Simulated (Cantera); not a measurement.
Cantera run:

```python
import numpy as np
import cantera as ct

gas_names = """
    CL CLO CL2 Cs CsCL CsO CsOH Cs2 Cs2CL2 Cs2O Cs2O2H2 H HCL HNO HNO2 HNO3 HOCL HO2 H2 H2O H2O2 N NH
    NH2 NH3 NH2OH NO NO2 NO3 N2 N2H2 N2H4 N2O O OH O2 O3
""".split()
cond_names = """
    Cs(cr) Cs(L) CsCL(a) CsCL(b) CsCL(L) CsOH(a) CsOH(b) CsOH(c) CsOH(L) H2O(s) H2O(L) NH4CL(a) NH4CL(b)
""".split()


def load(file, names, dense=False):
    # The tables refer to 1 bar. Condensed volumes are neglected.
    table = {s.name: s for s in ct.Species.list_from_file(file)}
    out = []
    for n in names:
        d = dict(table[n].input_data)
        d["thermo"] = dict(d["thermo"], **{"reference-pressure": 1e5})
        if dense:
            d["equation-of-state"] = {"model": "constant-volume", "density": "1e6 g/cm^3"}
        out.append(ct.Species.from_dict(d))
    return out


gas = ct.Solution(thermo="ideal-gas", species=load("nasa_gas.yaml", gas_names))
cond = {s.name: ct.Solution(thermo="fixed-stoichiometry", species=[s], name=s.name)
        for s in load("nasa_condensed.yaml", cond_names, dense=True)}
atoms = {
    'CsCl': {'Cs': 1, 'CL': 1},
    'H2O': {'H': 2, 'O': 1},
    'N2': {'N': 2},
    'O2': {'O': 2},
}
top_T = {}  # K; cautious upper limits of use, not melting points


def equilibrate(T, P, feed):
    n = {}
    for name, mol in feed.items():
        for a, k in atoms[name].items():
            n[a] = n.get(a, 0.0) + k * mol
    gas.TPX = T, P, n
    mass = sum(n.values()) * gas.mean_molecular_weight
    gas.equilibrate("TP")
    valid = [c for c in cond.values() if c.min_temp <= T <= top_T.get(c.name, c.max_temp)]
    mix = ct.Mixture([(gas, mass / gas.mean_molecular_weight)] + [(c, 0.0) for c in valid])
    mix.T, mix.P = T, P
    mix.equilibrate("TP", solver="vcs", rtol=1e-11, max_steps=5000)
    return mix


results = []
feed = {'CsCl': 1, 'H2O': 14, 'N2': 150, 'O2': 5.1}  # mol
P = 100000  # Pa
for T in [1075, 1125, 1175, 1225, 1275, 1325, 1375, 1425, 1475, 1525, 1575, 1625]:
    mix = equilibrate(T, P, feed)
    results.append((T, P, feed, dict(zip(mix.species_names, mix.species_moles))))
    x = sorted(zip(gas.X, gas.species_names), reverse=True)
    print(f"T = {T:g} K  P = {P:g} Pa  gas = {mix.phase_moles(0):.4g} mol")
    print("   x: " + "  ".join(f"{s} {v:.3e}" for v, s in x if v > 0.0001))
    print("   condensed (mol): " + ("  ".join(f"{mix.phase(i).name} {mix.phase_moles(i):.4g}"
          for i in range(1, mix.n_phases) if mix.phase_moles(i) > 1e-12) or "none"))
```

Output:

```
T = 1075 K  P = 100000 Pa  gas = 169.8 mol
   x: N2 8.833e-01  H2O 8.243e-02  O2 3.002e-02  CsCL 2.843e-03  Cs2CL2 1.332e-03
   condensed (mol): CsCL(L) 0.06289
T = 1125 K  P = 100000 Pa  gas = 169.9 mol
   x: N2 8.827e-01  H2O 8.237e-02  O2 2.999e-02  CsCL 3.829e-03  Cs2CL2 1.019e-03
   condensed (mol): none
T = 1175 K  P = 100000 Pa  gas = 170 mol
   x: N2 8.824e-01  H2O 8.233e-02  O2 2.997e-02  CsCL 4.548e-03  Cs2CL2 6.533e-04
   condensed (mol): none
T = 1225 K  P = 100000 Pa  gas = 170 mol
   x: N2 8.821e-01  H2O 8.230e-02  O2 2.995e-02  CsCL 5.058e-03  Cs2CL2 3.920e-04
   condensed (mol): none
T = 1275 K  P = 100000 Pa  gas = 170.1 mol
   x: N2 8.820e-01  H2O 8.227e-02  O2 2.992e-02  CsCL 5.372e-03  Cs2CL2 2.274e-04  NO 1.339e-04
   condensed (mol): none
T = 1325 K  P = 100000 Pa  gas = 170.1 mol
   x: N2 8.819e-01  H2O 8.224e-02  O2 2.989e-02  CsCL 5.548e-03  NO 1.853e-04  Cs2CL2 1.313e-04
   condensed (mol): none
T = 1375 K  P = 100000 Pa  gas = 170.1 mol
   x: N2 8.818e-01  H2O 8.222e-02  O2 2.986e-02  CsCL 5.638e-03  NO 2.505e-04
   condensed (mol): none
T = 1425 K  P = 100000 Pa  gas = 170.1 mol
   x: N2 8.817e-01  H2O 8.219e-02  O2 2.981e-02  CsCL 5.679e-03  NO 3.315e-04  CsOH 1.085e-04  HCL 1.074e-04
   condensed (mol): none
T = 1475 K  P = 100000 Pa  gas = 170.1 mol
   x: N2 8.816e-01  H2O 8.216e-02  O2 2.976e-02  CsCL 5.690e-03  NO 4.303e-04  CsOH 1.326e-04  HCL 1.309e-04
   condensed (mol): none
T = 1525 K  P = 100000 Pa  gas = 170.1 mol
   x: N2 8.816e-01  H2O 8.212e-02  O2 2.969e-02  CsCL 5.683e-03  NO 5.489e-04  CsOH 1.599e-04  HCL 1.573e-04
   condensed (mol): none
T = 1575 K  P = 100000 Pa  gas = 170.1 mol
   x: N2 8.815e-01  H2O 8.207e-02  O2 2.962e-02  CsCL 5.665e-03  NO 6.892e-04  CsOH 1.904e-04  HCL 1.865e-04
   condensed (mol): none
T = 1625 K  P = 100000 Pa  gas = 170.1 mol
   x: N2 8.814e-01  H2O 8.202e-02  O2 2.952e-02  CsCL 5.639e-03  NO 8.532e-04  CsOH 2.243e-04  HCL 2.187e-04  OH 1.185e-04
   condensed (mol): none
```

Cantera equilibrium calculation (NASA polynomials, part measured and part estimated; ideal gas, pure solids and liquids).
